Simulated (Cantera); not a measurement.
Input: 1 mol C2H2, 0.042 mol H2O, at 2075 K and 13.3 mbar.

Cantera equilibrium calculation (NASA polynomials, part measured and part estimated; ideal gas, pure solids and liquids). Candidate condensed phases: C, C6H6, C7H8, C8H18, H2O; 110 gas species. Rates play no part.

Base state: H2 0.938, CO 0.0383, H 0.0223, C2H2 (acetylene) 0.00116 (mole fractions); condensed: C(graphite).

Q: What changes in the equilibrium state with this change: C2H2 replaced by CO?

A: 
| species | before | after |
|---|---|---|
| CO | 0.0383 | 0.923 |
| CO2 | <1e-9 | 0.0343 |
| H2 | 0.938 | 0.0323 |
| H | 0.0223 | 0.00414 |
| C2H2 (acetylene) | 0.00116 | <1e-9 |
| H2O | 4.21e-8 | 0.00582 |
| OH | <1e-9 | 8.53e-5 |
| C(graphite), mol | 1.96 | 0 |

Q: What changes in the equilibrium state with this change: temperature from 2075 K to 1850 K?

A: 
```csv
species,before,after
H2,0.938,0.957
CO,0.0383,0.0387
H,0.0223,0.00456
C2H2 (acetylene),0.00116,0.000250
"C(graphite), mol",1.96,1.96
```
